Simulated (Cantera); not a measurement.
Input (Python, Cantera) and output of one run.

```python
import numpy as np
import cantera as ct

gas_names = """
    AL ALBr ALBr3 AL2 AL2Br6 Br Br2
""".split()
cond_names = """
    AL(cr) AL(L) ALBr3(s) ALBr3(L) Br2(cr) Br2(L)
""".split()


# ... load() reads the species with a 1 bar reference pressure and builds the phases ...
atoms = {
    'Al': {'AL': 1},
    'Br2': {'Br': 2},
}
top_T = {}  # K; cautious upper limits of use, not melting points


# ... equilibrate(T, P, feed) seeds the gas with the atoms and calls Mixture.equilibrate('TP', solver="vcs", rtol=1e-11, max_steps=5000) ...
results = []
feed = {'Al': 1, 'Br2': 1.6}  # mol
T = 750  # K
P = 90000  # Pa
mix = equilibrate(T, P, feed)
results.append((T, P, feed, dict(zip(mix.species_names, mix.species_moles))))
x = sorted(zip(gas.X, gas.species_names), reverse=True)
print(f"T = {T:g} K  P = {P:g} Pa  gas = {mix.phase_moles(0):.4g} mol")
print("   x: " + "  ".join(f"{s} {v:.3e}" for v, s in x if v > 0.001))
print("   condensed (mol): " + ("  ".join(f"{mix.phase(i).name} {mix.phase_moles(i):.4g}"
      for i in range(1, mix.n_phases) if mix.phase_moles(i) > 1e-12) or "none"))
```

Output:

```
T = 750 K  P = 90000 Pa  gas = 0.7578 mol
   x: AL2Br6 4.515e-01  ALBr3 4.165e-01  Br2 1.319e-01
   condensed (mol): none
```

Equilibrium computed with Cantera from the NASA thermochemical tables; the gas is ideal and each condensed phase is pure.
